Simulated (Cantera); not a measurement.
**Calcination and drying: LiOH + H2O + H2**

A closed system holds: 1 mol LiOH, 0.13 mol H2O, 0.081 mol H2, held at 300000 Pa.

Equilibrium computed with Cantera from the NASA thermochemical tables; the gas is ideal and each condensed phase is pure. Candidate condensed phases: H2O, Li, LiH, LiOH, Li2O; 17 gas species. Mutual solubility and eutectic melting of coexisting phases are not modelled. The numbers say what is thermodynamically allowed, not how fast it happens.

From 1398 K to 1548 K the condensed part is LiOH(l). From 1598 K to 1698 K the condensed part is LiOH(l) + Li2O(s). From 1748 K to 1798 K the condensed part is Li2O(s). The main Li-bearing gas is LiOH throughout. The share of Li in condensed phases is highest at 1398 K (99.9 %) and lowest at 1798 K (87.5 %).

```
T (K)  log p H2O  log p H2  log p LiOH  log p Li2(OH)2  n LiOH(l)  n Li2O(s)
-----  ---------  --------  ----------  --------------  ---------  ---------
1398        0.26      0.06       -1.92           -3.12      0.999          0
1448        0.26      0.06       -1.66           -2.92      0.998          0
1498        0.26      0.06       -1.42           -2.73      0.997          0
1548        0.26      0.05       -1.20           -2.56      0.995          0
1598        0.30     -0.04       -0.99           -2.40      0.900     0.0449
1648        0.34     -0.18       -0.79           -2.26      0.702      0.139
1698        0.38     -0.43       -0.61           -2.13      0.170      0.387
1748        0.37     -0.49       -0.47           -2.05          0      0.455
1798        0.34     -0.50       -0.33           -1.99          0      0.437
```
log p: log10 of the partial pressure in bar; n: condensed amount in mol.
